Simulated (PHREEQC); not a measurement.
# Phosphoric acid bath: speciation

Dissolve 87 mmol/kgw KH2PO4 and 0.21 mmol/kgw HF at 25 °C. Closed to the air; pH follows from the charge balance.

Model: ion-association model, phreeqc.dat, run in PHREEQC.

No solid was allowed to form.

Q: What pH does the model give?

A: pH 4.37.

Q: In which forms is F present?

A: F- 95 %, HF 4.6 % of the F.
